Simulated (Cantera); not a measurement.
Cantera run, input and output.

```python
import numpy as np
import cantera as ct

gas = ct.Solution("gri30.yaml")
gas.TPX = 1575, 100000, {'CH4': 1, 'H2O': 4.4, 'H2': 0.43}
inlet = ct.Reservoir(gas, clone=True)

reactor = ct.IdealGasConstPressureReactor(gas, energy="off", clone=False)
exhaust = ct.Reservoir(gas, clone=True)
tau = [1.2, 0.54, 0.25, 0.11, 0.051, 0.023, 0.01, 0.0047, 0.0022, 0.00098, 0.00044][0]
for a, b in ((inlet, reactor), (reactor, exhaust)):
    ct.MassFlowController(a, b, mdot=lambda t: reactor.mass / tau)
net = ct.ReactorNet([reactor])
show = ['CH4', 'H2O', 'H2', 'O', 'CH2O']

rows = []
print(f"{'tau/s':>10s}{'T/K':>9s}" + "".join(f"{s:>11s}" for s in show))
for tau in [1.2, 0.54, 0.25, 0.11, 0.051, 0.023, 0.01, 0.0047, 0.0022, 0.00098, 0.00044]:
    net.initial_time = 0.0
    net.advance(30 * tau)
    before = gas.X
    net.advance(40 * tau)
    drift = np.max(np.abs(gas.X - before) / (gas.X + 1e-9))
    rows.append([gas.T, *gas[show].X, drift])
    print(f"{tau:10.3e}{gas.T:9.1f}" + "".join(f"{x:11.3e}" for x in gas[show].X))
```

Result:

```
     tau/s      T/K        CH4        H2O         H2          O       CH2O
 1.200e+00   1575.0  4.778e-02  5.820e-01  2.974e-01  5.186e-11  1.264e-06
 5.400e-01   1575.0  6.203e-02  6.276e-01  2.514e-01  5.564e-11  2.071e-06
 2.500e-01   1575.0  7.940e-02  6.658e-01  2.089e-01  6.237e-11  3.199e-06
 1.100e-01   1575.0  1.014e-01  6.975e-01  1.681e-01  7.455e-11  4.770e-06
 5.100e-02   1575.0  1.227e-01  7.193e-01  1.357e-01  9.161e-11  6.451e-06
 2.300e-02   1575.0  1.417e-01  7.351e-01  1.097e-01  1.132e-10  8.078e-06
 1.000e-02   1575.0  1.559e-01  7.455e-01  9.151e-02  1.329e-10  9.121e-06
 4.700e-03   1575.0  1.635e-01  7.507e-01  8.204e-02  1.402e-10  9.026e-06
 2.200e-03   1575.0  1.677e-01  7.532e-01  7.722e-02  1.325e-10  7.650e-06
 9.800e-04   1575.0  1.699e-01  7.542e-01  7.502e-02  1.077e-10  4.934e-06
 4.400e-04   1575.0  1.708e-01  7.545e-01  7.421e-02  7.330e-11  2.171e-06
```

Model: GRI-Mech 3.0 (53 species, 325 reactions), integrated in Cantera.
